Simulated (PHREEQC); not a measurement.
Solution A (23 mmol/kgw ZnSO4 and 0.14 mmol/kgw MnSO4) is mixed with solution B (19 mmol/kgw H2SO4, 0.68 mmol/kgw NaCl and 0.93 mmol/kgw MgCl2) at 25 °C; shares are by mass of water, 1 kg in all. No oxygen is let in. The system is closed to CO2. The run lets Brucite, Pyrochroite, Zn(OH)2-e, Zn4(OH)6SO4, Zn5(OH)8Cl2, Halite, Mirabilite, Epsomite, Goslarite precipitate or redissolve, and no other solid.

Computed with PHREEQC (ion-association model, wateq4f.dat).

```tsv
share of solution B	pH	Mg+2 (mol/kgw)	Mn+2 (mol/kgw)	Zn+2 (mol/kgw)	HSO4- (mol/kgw)
0	5.67	0	9.49e-5	0.0136	1.48e-6
0.1	2.68	5.77e-5	8.61e-5	0.0124	0.00137
0.2	2.38	0.000117	7.72e-5	0.0111	0.00267
0.3	2.19	0.000177	6.81e-5	0.00988	0.00390
0.4	2.06	0.000238	5.89e-5	0.00857	0.00507
0.5	1.96	0.000301	4.95e-5	0.00723	0.00617
0.6	1.87	0.000365	3.99e-5	0.00585	0.00722
0.7	1.80	0.000430	3.01e-5	0.00443	0.00820
0.8	1.74	0.000496	2.02e-5	0.00299	0.00912
0.9	1.68	0.000563	1.02e-5	0.00151	0.00998
1	1.63	0.000631	0	0	0.0108
```
